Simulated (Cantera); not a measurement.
Input (Python, Cantera):

```python
import numpy as np
import cantera as ct

gas = ct.Solution("gri30.yaml")
gas.TPX = 800, 48000, {'CO': 1, 'H2': 0.4, 'CH4': 0.35, 'O2': 1.37, 'N2': 5.16}
inlet = ct.Reservoir(gas, clone=True)
gas.equilibrate("HP")  # start burning
reactor = ct.IdealGasConstPressureReactor(gas, energy="on", clone=False)
exhaust = ct.Reservoir(gas, clone=True)
tau = [0.24, 0.07, 0.02, 0.0059, 0.0017, 0.00049, 0.00014, 4e-05, 1.2e-05][0]
for a, b in ((inlet, reactor), (reactor, exhaust)):
    ct.MassFlowController(a, b, mdot=lambda t: reactor.mass / tau)
net = ct.ReactorNet([reactor])
show = ['CO', 'H2', 'CH4', 'NO', 'HO2']

rows = []
print(f"{'tau/s':>10s}{'T/K':>9s}" + "".join(f"{s:>11s}" for s in show))
for tau in [0.24, 0.07, 0.02, 0.0059, 0.0017, 0.00049, 0.00014, 4e-05, 1.2e-05]:
    net.initial_time = 0.0
    net.advance(30 * tau)
    before = gas.X
    net.advance(40 * tau)
    drift = np.max(np.abs(gas.X - before) / (gas.X + 1e-9))
    rows.append([gas.T, *gas[show].X, drift])
    print(f"{tau:10.3e}{gas.T:9.1f}" + "".join(f"{x:11.3e}" for x in gas[show].X))
```

It prints:

```
     tau/s      T/K         CO         H2        CH4         NO        HO2
 2.400e-01   2470.3  4.617e-02  7.573e-03  3.240e-07  5.285e-03  1.912e-06
 7.000e-02   2457.5  4.731e-02  7.836e-03  1.051e-06  4.427e-03  1.925e-06
 2.000e-02   2414.4  5.084e-02  8.699e-03  3.174e-06  2.699e-03  1.936e-06
 5.900e-03   2309.2  5.819e-02  1.076e-02  8.326e-06  9.570e-04  2.091e-06
 1.700e-03   2144.7  6.683e-02  1.377e-02  2.264e-05  2.175e-04  3.032e-06
 4.900e-04   1961.2  7.390e-02  1.644e-02  7.080e-05  6.336e-05  4.988e-06
 1.400e-04   1780.1  8.420e-02  1.806e-02  2.788e-04  2.182e-05  8.505e-06
 4.000e-05   1580.8  1.161e-01  2.265e-02  2.012e-03  3.338e-06  2.521e-05
 1.200e-05    800.0  1.208e-01  4.831e-02  4.227e-02 -1.055e-19  1.176e-13
```

Computed with Cantera and GRI-Mech 3.0 (53 species, 325 reactions).
